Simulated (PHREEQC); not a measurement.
PHREEQC input (ion-association model, wateq4f.dat):

```
PHASES
  Fix_H+
    H+ = H+
    -log_k 0
SOLUTION 1
  temp 25
  units mol/kgw
  pH 7 charge
  Cl 0.03
  Na 0.03
END
SELECTED_OUTPUT 1
  -reset false
  -pH true
  -pe true
  -ionic_strength true
  -water true
  -totals Ca Cl Na S S(-2) S(6)
  -molalities H+ Ca+2 Cl- Na+ SO4-2 CaSO4 NaSO4- CaOH+ HSO4- H2S
    HS- S-2 O2 OH- CaHSO4+
  -equilibrium_phases Gypsum Portlandite Mirabilite
PRINT
  -reset false
USE solution 1
EQUILIBRIUM_PHASES 1
  Fix_H+ -2 HCl 10
    -force_equality true
  Gypsum 0 0.05
  Portlandite 0 0
  Mirabilite 0 0
  O2(g) -0.68 10
END
# ... the last block is repeated for the other 20 points of pH, with NaOH or the acid as the point needs
```

Selected output (columns that matter, 16 of 21 rows; pH added in front):

```
pH	mu	Ca	Cl	Na	S	m_H+	m_Ca+2	m_Cl-	m_Na+	m_SO4-2	m_CaSO4	m_NaSO4-	m_HSO4-	Gypsum
2	0.10312	0.022261	0.047614	0.029976	0.022261	0.012134	0.016729	0.047614	0.029381	0.011027	0.0051365	0.0005948	0.0051079	0.027721
2.4	0.089469	0.019823	0.037153	0.029979	0.019823	0.0047969	0.014518	0.037153	0.029322	0.01164	0.0051488	0.0006565	0.0022219	0.030163
3.2	0.081781	0.01838	0.031136	0.02998	0.01838	0.00075689	0.0132	0.031136	0.029277	0.012122	0.0051556	0.00070271	0.00037467	0.031608
3.6	0.080906	0.018212	0.030442	0.02998	0.018212	0.00030116	0.013046	0.030442	0.029272	0.012187	0.0051564	0.00070871	0.00015033	0.031776
4	0.080557	0.018145	0.030164	0.02998	0.018145	0.00011987	0.012984	0.030164	0.029269	0.012213	0.0051567	0.00071115	6.0036e-05	0.031844
4.8	0.080363	0.018107	0.03001	0.02998	0.018107	1.8996e-05	0.012949	0.03001	0.029268	0.012227	0.0051569	0.00071252	9.5319e-06	0.031881
5.2	0.080341	0.018103	0.029992	0.02998	0.018103	7.5623e-06	0.012946	0.029992	0.029268	0.012229	0.0051569	0.00071268	3.7955e-06	0.031885
5.6	0.080333	0.018101	0.029985	0.02998	0.018101	3.0106e-06	0.012944	0.029985	0.029268	0.01223	0.0051569	0.00071274	1.5111e-06	0.031887
6.4	0.080328	0.0181	0.029981	0.02998	0.0181	4.7714e-07	0.012943	0.029981	0.029268	0.01223	0.0051569	0.00071277	2.3951e-07	0.031888
6.8	0.080327	0.0181	0.029981	0.02998	0.0181	1.8995e-07	0.012943	0.029981	0.029268	0.01223	0.0051569	0.00071278	9.5351e-08	0.031888
7.2	0.080327	0.0181	0.02998	0.029981	0.0181	7.5622e-08	0.012943	0.02998	0.029268	0.01223	0.0051569	0.00071278	3.796e-08	0.031888
8	0.080329	0.0181	0.02998	0.029982	0.0181	1.1985e-08	0.012943	0.02998	0.029269	0.01223	0.0051569	0.00071281	6.0163e-09	0.031888
8.4	0.080331	0.0181	0.02998	0.029984	0.0181	4.7715e-09	0.012943	0.02998	0.029271	0.012231	0.0051569	0.00071287	2.3951e-09	0.031888
8.8	0.080338	0.018101	0.02998	0.029989	0.018101	1.8996e-09	0.012943	0.02998	0.029276	0.012231	0.0051569	0.000713	9.5354e-10	0.031887
9.6	0.080395	0.018106	0.02998	0.030036	0.018106	3.0107e-10	0.012945	0.02998	0.029322	0.012235	0.0051569	0.00071418	1.5115e-10	0.031882
10	0.080498	0.018115	0.02998	0.03012	0.018115	1.1987e-10	0.012947	0.02998	0.029404	0.012242	0.0051568	0.00071629	6.019e-11	0.031873
```

Species that the database lacks are ignored.
